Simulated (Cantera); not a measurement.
Input: 1 mol Si3N4, 0.51 mol N2O, 2.1 mol H2, at 1750 °C and 0.0100 bar.

Cantera equilibrium calculation (NASA polynomials, part measured and part estimated; ideal gas, pure solids and liquids). Candidate condensed phases: H2O, Si, SiO2, Si2N2O, Si3N4; 35 gas species. The tables' values for SiN are old estimates; treat these amounts as uncertain. Gases not in the tables: Si2H6 and higher silanes. Equilibrium is a limit: real reactors are often held back by kinetics, nucleation or transport.

Task: What is the equilibrium state?

Result: 
| Property | Value |
|---|---|
| x(N2) | 0.484 |
| x(H2) | 0.399 |
| x(SiO) | 0.0984 |
| x(H) | 0.0120 |
| x(Si) | 0.00569 |
| x(SiH) | 0.000231 |
| x(Si2N) | 0.000126 |
| x(SiN) | 9.76e-5 |
| x(Si2) | 6.23e-5 |
| n(Si(l)) | 2.46 mol |
| gas amount | 5.182 mol |
